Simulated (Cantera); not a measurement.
Input (Python, Cantera) and output of one run.

```python
import numpy as np
import cantera as ct

gas_names = """
    H HO2 H2 H2O H2O2 Nb NbO NbO2 O OH O2 O3
""".split()
cond_names = """
    H2O(s) H2O(L) Nb(cr) Nb(L) NbO(s) NbO(L) NbO2(I) NbO2(II) NbO2(III) NbO2(L) Nb2O5(s) Nb2O5(L)
""".split()


def load(file, names, dense=False):
    # The tables refer to 1 bar. Condensed volumes are neglected.
    table = {s.name: s for s in ct.Species.list_from_file(file)}
    out = []
    for n in names:
        d = dict(table[n].input_data)
        d["thermo"] = dict(d["thermo"], **{"reference-pressure": 1e5})
        if dense:
            d["equation-of-state"] = {"model": "constant-volume", "density": "1e6 g/cm^3"}
        out.append(ct.Species.from_dict(d))
    return out


gas = ct.Solution(thermo="ideal-gas", species=load("nasa_gas.yaml", gas_names))
cond = {s.name: ct.Solution(thermo="fixed-stoichiometry", species=[s], name=s.name)
        for s in load("nasa_condensed.yaml", cond_names, dense=True)}
atoms = {
    'Nb2O5': {'Nb': 2, 'O': 5},
    'H2': {'H': 2},
}
top_T = {}  # K; cautious upper limits of use, not melting points


def equilibrate(T, P, feed):
    n = {}
    for name, mol in feed.items():
        for a, k in atoms[name].items():
            n[a] = n.get(a, 0.0) + k * mol
    gas.TPX = T, P, n
    mass = sum(n.values()) * gas.mean_molecular_weight
    gas.equilibrate("TP")
    valid = [c for c in cond.values() if c.min_temp <= T <= top_T.get(c.name, c.max_temp)]
    mix = ct.Mixture([(gas, mass / gas.mean_molecular_weight)] + [(c, 0.0) for c in valid])
    mix.T, mix.P = T, P
    mix.equilibrate("TP", solver="vcs", rtol=1e-11, max_steps=5000)
    return mix


results = []
feed = {'Nb2O5': 1, 'H2': 300}  # mol
T = 1275  # K
P = 91  # Pa
mix = equilibrate(T, P, feed)
results.append((T, P, feed, dict(zip(mix.species_names, mix.species_moles))))
x = sorted(zip(gas.X, gas.species_names), reverse=True)
print(f"T = {T:g} K  P = {P:g} Pa  gas = {mix.phase_moles(0):.4g} mol")
print("   x: " + "  ".join(f"{s} {v:.3e}" for v, s in x if v > 1e-06))
print("   condensed (mol): " + ("  ".join(f"{mix.phase(i).name} {mix.phase_moles(i):.4g}"
      for i in range(1, mix.n_phases) if mix.phase_moles(i) > 1e-12) or "none"))
```

Result:

```
T = 1275 K  P = 91 Pa  gas = 300 mol
   x: H2 9.966e-01  H2O 3.333e-03  H 2.440e-05
   condensed (mol): NbO2(III) 2
```

Equilibrium computed with Cantera from the NASA thermochemical tables; the gas is ideal and each condensed phase is pure. Condensed phases not in the tables: the oxides between NbO2 and Nb2O5.
